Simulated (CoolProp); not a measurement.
Properties of R134a along the isobar 16.6 MPa (Tc = 374.2 K, pc = 4.059 MPa, ω = 0.327).

Model: reference Helmholtz-energy equation of state, Tillner-Roth 1994, in CoolProp.

```csv
T (K),phase,cp (kJ/(kg K)),expansivity (1/kK)
189.9,liquid,1.181,1.590
200.6,liquid,1.190,1.624
211.2,liquid,1.201,1.662
221.8,liquid,1.213,1.704
232.4,liquid,1.226,1.751
243,liquid,1.240,1.804
253.6,liquid,1.254,1.864
264.3,liquid,1.269,1.931
274.9,liquid,1.285,2.007
285.5,liquid,1.302,2.092
296.1,liquid,1.320,2.189
306.7,liquid,1.340,2.299
317.3,liquid,1.360,2.425
```
